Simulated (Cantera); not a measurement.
An isothermal, constant-pressure homogeneous reactor starts with CH4 : H2O = 1 : 1 (molar parts), at 1525 K and 420000 Pa.

Detailed kinetics in Cantera: GRI-Mech 3.0 (53 species, 325 reactions).

Task: Predict: x(CH4) at 300 s; x(H2O) at 300 s; x(H) at 300 s; x(HCO) at 300 s; x(C2H6) at 300 s.

Result: 
- x(CH4) at 300 s = 0.0332 (gas-phase equilibrium 0.00256)
- x(H2O) at 300 s = 0.0308 (gas-phase equilibrium 0.00228)
- x(H) at 300 s = 9.74e-6 (gas-phase equilibrium 1.00e-5)
- x(HCO) at 300 s = 1.37e-8 (gas-phase equilibrium 1.53e-8)
- x(C2H6) at 300 s = 5.84e-6 (gas-phase equilibrium 3.28e-8)
